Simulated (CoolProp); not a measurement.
Vapour-liquid equilibrium of propane (1) + R227EA (2) at 318.7 K; x and y are mole fractions of (1).

Values from CoolProp's multi-fluid Helmholtz-energy mixture model, Lemmon 2009 and Lemmon 2016; pair parameters Bell 2016.

Q: Give the bubble pressure and the first vapour's composition at x = 0.05, 0.35, 0.8. Is there an azeotrope?

A: x = 0.05: 0.9370 MPa, y = 0.142; x = 0.35: 1.433 MPa, y = 0.528; x = 0.8: 1.659 MPa, y = 0.795. y crosses x between x = 0.65 and 0.8: the model has an azeotrope there.

Pair parameters are fitted to limited data, so mixtures are less certain than the pure fluids.
